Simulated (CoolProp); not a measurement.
Ethane along the isotherm 346.2 K: density (kg/m³) from the reference equation and from simpler models built on Tc = 305.3 K, pc = 48.72 bar, ω = 0.099; each cubic takes its own stable root.

The numbers come from the reference Helmholtz-energy equation of state, Bücker 2006 in CoolProp.

```
p (bar)          phase  reference  van der Waals  Soave-Redlich-Kwong
-------  -------------  ---------  -------------  -------------------
54.1     supercritical      80.55          82.37                79.82
108      supercritical      252.5          225.3                  [?]
162      supercritical      324.5          265.0                296.7
217      supercritical      358.3          286.8                335.7
271      supercritical        [?]          301.5                362.1
325      supercritical      396.8          312.9                  [?]
379      supercritical        [?]          322.0                398.7
433      supercritical      421.6          329.7                412.5
487      supercritical      431.5            [?]                424.4
```

Task: What belongs in the gaps?

Result: 
- 108, Soave-Redlich-Kwong: 225.7
- 271, reference: 380.2
- 325, Soave-Redlich-Kwong: 382.3
- 379, reference: 410.2
- 487, van der Waals: 336.3
